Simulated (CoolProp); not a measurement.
Vapour-liquid equilibrium of cyclohexane (1) + n-heptane (2) at 0.595 bar; x and y are mole fractions of (1).

Values from CoolProp's multi-fluid Helmholtz-energy mixture model, Zhou 2014 and Span 2003; pair parameters Bell 2016.

```csv
x,bubble temperature (K),y at the bubble point,dew temperature at overall composition x (K),liquid density (mol/L)
0.05,353.2,0.085,353.7,6.385
0.15,[?],0.237,352.3,[?]
0.25,[?],0.371,350.8,6.792
0.35,347.0,0.488,349.3,7.010
0.45,345.2,0.591,347.6,7.238
0.55,343.5,0.682,345.9,7.479
0.65,341.9,[?],344.1,7.733
0.75,[?],0.839,342.2,8.002
0.85,339.1,0.907,340.2,[?]
0.95,337.8,0.970,[?],[?]
```

### Question
What belongs in the gaps?

### Answer

- 0.15, bubble temperature (K): 351.0
- 0.15, liquid density (mol/L): 6.584
- 0.25, bubble temperature (K): 348.9
- 0.65, y at the bubble point: 0.764
- 0.75, bubble temperature (K): 340.4
- 0.85, liquid density (mol/L): 8.287
- 0.95, dew temperature at overall composition x (K): 338.2
- 0.95, liquid density (mol/L): 8.590

No azeotrope shows between x = 0.05 and 0.95.

The pair parameters rest on a limited set of measurements; away from them the model extrapolates.
